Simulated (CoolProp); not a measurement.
Methanol at several states: fugacity coefficient from the reference equation and from simpler models built on Tc = 513.4 K, pc = 8216 kPa, ω = 0.565; each cubic takes its own stable root.

Model: reference Helmholtz-energy equation of state, de Reuck 1993, in CoolProp.

```json
[
 {"T (K)": "380.2", "p (kPa)": "152", "phase": "gas", "reference": "0.9752"},
 {"T (K)": "247.5", "p (kPa)": "1090", "phase": "liquid", "reference": "0.0006229"},
 {"T (K)": "289.9", "p (kPa)": "4490", "phase": "liquid", "reference": "0.002586"}
]
```

Q: How far does each simpler model (van der Waals, Redlich-Kwong, Soave-Redlich-Kwong, Peng-Robinson) lie from the reference over these 3 states: mean and median of the absolute difference, and the worst?

A: 
- van der Waals: mean 10185.2 %, median 4486.2 %, worst +26067.9 % at 247.5 K and 1090 kPa
- Redlich-Kwong: mean 758.4 %, median 709.4 %, worst +1564.8 % at 247.5 K and 1090 kPa
- Soave-Redlich-Kwong: mean 20.3 %, median 17.3 %, worst -42.9 % at 247.5 K and 1090 kPa
- Peng-Robinson: mean 14.0 %, median 10.2 %, worst -31.1 % at 247.5 K and 1090 kPa
